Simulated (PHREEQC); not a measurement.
Dissolve 0.18 mol H3PO4 and 0.024 mol HF per kg of water at 25 °C. Closed to the air; pH follows from the charge balance.

Computed with PHREEQC (ion-association model, wateq4f.dat).

Each row changes one thing in this solution. This is a speciation only: nothing precipitates in the calculation.

```
case                                             pH  ionic strength (mol/kgw)
---------------------------------------  ----------  ------------------------
as made                                        1.50                    0.0370
0.029 mol/kgw KF added                         1.68                    0.0534
HF left out                                    1.50                    0.0366
diluted 10-fold with water                     2.09                (withheld)
0.0025 mol/kgw KOH added                       1.51                (withheld)
0.012 mol/kgw KH2PO4 added                     1.55                    0.0444
H3PO4 from 0.18 to 0.36 mol/kgw                1.33                    0.0550
H3PO4 left out                           (withheld)                (withheld)
HF replaced by NaF at the same molality        1.66                (withheld)
```

Task: Some entries are withheld; supply them.

Result: 
- diluted 10-fold with water, ionic strength (mol/kgw): 0.00884
- 0.0025 mol/kgw KOH added, ionic strength (mol/kgw): 0.0382
- H3PO4 left out, pH: 2.44
- H3PO4 left out, ionic strength (mol/kgw): 0.00384
- HF replaced by NaF at the same molality, ionic strength (mol/kgw): 0.0499

Species that the database lacks are ignored. wateq4f.dat counts part of the HF as a dimer, H2F2, which phreeqc.dat doesn't know; its constant is uncertain. H3PO4, which wateq4f.dat lacks, is added to it with the constant of phreeqc.dat.
